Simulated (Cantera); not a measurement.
Input: 1 mol SiH4, 0.99 mol Cl2, 230 mol H2, equilibrated at 927 °C and 0.100 bar.

These are equilibrium values from Cantera (NASA tables, ideal gas, pure condensed phases), not measurements of a reactor. Candidate condensed phases: Si; 19 gas species. The tables' values for SiCl3 are old estimates; treat these amounts as uncertain. Kinetics and transport are ignored.

Base state: H2 0.992, HCl 0.00804, SiCl2 0.000154, SiHCl3 2.39e-5, SiCl3 1.12e-5, SiH2Cl2 1.05e-5 (mole fractions); condensed: Si(s).

Task: What changes in the equilibrium state with this change: SiH4 replaced by SiH2Cl2?

Result: 
| species | before | after |
|---|---|---|
| H2 | 0.992 | 0.984 |
| HCl | 0.00804 | 0.0149 |
| SiCl2 | 0.000154 | 0.000534 |
| SiCl4 | 7.10e-6 | 8.58e-5 |
| SiCl3 | 1.12e-5 | 7.23e-5 |
| Si(s), mol | 0.952 | 0.794 |

Task: What changes in the equilibrium state with this change: Cl2 from 0.99 to 0.63 mol?

Result: 
```json
[
 {"species": "H2", "before": "0.992", "after": "0.995"},
 {"species": "HCl", "before": "0.00804", "after": "0.00524"},
 {"species": "SiCl2", "before": "0.000154", "after": "6.52e-5"},
 {"species": "SiCl3", "before": "1.12e-5", "after": "3.08e-6"},
 {"species": "SiHCl3", "before": "2.39e-5", "after": "6.60e-6"},
 {"species": "Si(s), mol", "before": "0.952", "after": "0.981"}
]
```
